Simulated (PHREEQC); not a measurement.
A PHREEQC input (ion-association model, phreeqc.dat):

```
SOLUTION 1
  temp 25
  units mg/L
  pH 6.69
  pe 10.1
  Na 61.2
  K 71
  Ca 119
  Mg 28.1
  Cl 129
  S(6) 298 as SO4
  Alkalinity 169 as HCO3
  F 0.0495
END
USE solution 1
EQUILIBRIUM_PHASES 1
  Quart 0 0.5
  CO2(g) -3.4 10
END
```

It stops with these messages:

```
ERROR: Phase not found in database, Quart.
ERROR: Calculations terminating due to input errors.
```

The fault: the phase Quartz misspelt. The line should read `Quartz` where the input has `Quart`. With the mend the run ends at pH 8.54 and ionic strength 0.0171 mol/kgw.
